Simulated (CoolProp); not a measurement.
A Linde-Hampson liquefier for nitrogen: isothermal reversible compression at 300 K from 1 atm to 5 MPa, throttling to 1 atm, return gas leaving the recuperator 10 K below the feed. Each further row changes one setting.

Model: reference Helmholtz-energy equation of state, Span 2000, in CoolProp.

```json
[
 {"case": "as stated", "liquid yield per pass": "no liquid", "compression work (kJ/kg of gas)": "347"},
 {"case": "high pressure 10 MPa", "liquid yield per pass": "0.021", "compression work (kJ/kg of gas)": "408"},
 {"case": "warm-end temperature 330 K", "liquid yield per pass": "no liquid", "compression work (kJ/kg of gas)": "382"},
 {"case": "warm-end gap 15 K", "liquid yield per pass": "no liquid", "compression work (kJ/kg of gas)": "347"}
]
```
